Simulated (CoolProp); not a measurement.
Model: reference Helmholtz-energy equation of state, Span 2000, in CoolProp.

Q: For nitrogen, give the phase and the density (kg/m³), Joule-Thomson coefficient (K/MPa), expansivity (1/kK), Prandtl number at 84.6 K and 2450 kPa; 183.3 K and 2450 kPa.

A: 
- 84.6 K and 2450 kPa: liquid; density 779, Joule-Thomson coefficient -0.307, expansivity 6.01, Prandtl number 1.97
- 183.3 K and 2450 kPa: gas; density 48.5, Joule-Thomson coefficient 5.11, expansivity 7.08, Prandtl number 0.812

Viscosity comes from a separate model (Lemmon 2004). Thermal conductivity comes from a separate model (Lemmon 2004).
